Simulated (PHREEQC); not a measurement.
Dissolve 0.086 mol HF, 0.0017 mol NH4F, 0.022 mol H2SiF6 and 0.00034 mol H3PO4 per kg of water at 25 °C. Closed to the air; pH follows from the charge balance.

Equilibrium calculation in PHREEQC: ion-association model, phreeqc.dat.

- pH = 1.42
- ionic strength = 0.0686 mol/kgw
- density = 1.000 g/cm³
- total alkalinity = -218 meq/kg

```tsv
species	molality	activity	log γ
HF	0.0845	0.0859	0.007
H+	0.0449	0.0378	-0.075
SiF6-2	0.0220	0.00931	-0.374
F-	0.00192	0.00152	-0.103
NH4+	0.00170	0.00132	-0.110
HF2-	0.000623	0.000500	-0.095
H3PO4	0.000277	0.000282	0.007
H2PO4-	6.26e-5	5.07e-5	-0.091
```

Precipitation was switched off in this run. SiF6-2 is the database's only silicon fluoride.
